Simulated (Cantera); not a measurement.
Charge: 1 mol Si, 0.15 mol O₂, 310 mol N₂, 0.23 mol H₂O, held at 100000 Pa.

Method: chemical equilibrium by Gibbs-energy minimisation in Cantera with the NASA 1993 tables (ideal gas, pure condensed phases). Candidate condensed phases: H₂O, Si, SiO₂, Si₂N₂O, Si₃N₄; 35 gas species. N₂ is the only nitrogen source here; it is nearly inert below about 1500 K, so the nitride shown seldom forms there in practice. Mutual solubility and eutectic melting of coexisting phases are not modelled. The tables hold silica as quartz up to 1696 K and as liquid above; real silica turns to tridymite and cristobalite and melts near 1996 K. Rates play no part.

log p: log10 of the partial pressure in bar; n: condensed amount in mol.

| T (K) | log p N₂ | log p H₂ | log p SiO | log p H | log p H₂O | log p NH₃ | n SiO₂(β-quartz) | n Si₂N₂O(s) |
|---|---|---|---|---|---|---|---|---|
| 1173 | 0.00 | -3.13 | [?] | -8.49 | -6.63 | -8.36 | 0.0200 | 0.490 |
| 1248 | 0.00 | -3.13 | [?] | -7.90 | -6.53 | -8.51 | 0.0199 | 0.490 |
| 1323 | 0.00 | -3.13 | [?] | -7.36 | -6.43 | -8.64 | 0.0199 | 0.490 |
| 1398 | 0.00 | -3.13 | [?] | -6.89 | -6.34 | -8.76 | 0.0199 | 0.490 |
| 1473 | 0.00 | -3.13 | [?] | -6.46 | -6.27 | -8.87 | 0.0198 | 0.490 |
| 1548 | 0.00 | -3.13 | [?] | -6.08 | -6.20 | -8.96 | 0.0191 | 0.489 |
| 1623 | 0.00 | -3.13 | [?] | -5.73 | -6.14 | -9.05 | 0.0150 | 0.485 |
| 1698 | 0.00 | -3.13 | [?] | -5.41 | -6.27 | -9.13 | 0 | 0.470 |

What belongs in the gaps?


- 1173, log p SiO: -10.55
- 1248, log p SiO: -9.20
- 1323, log p SiO: -8.00
- 1398, log p SiO: -6.93
- 1473, log p SiO: -5.97
- 1548, log p SiO: -5.11
- 1623, log p SiO: -4.33
- 1698, log p SiO: -3.72
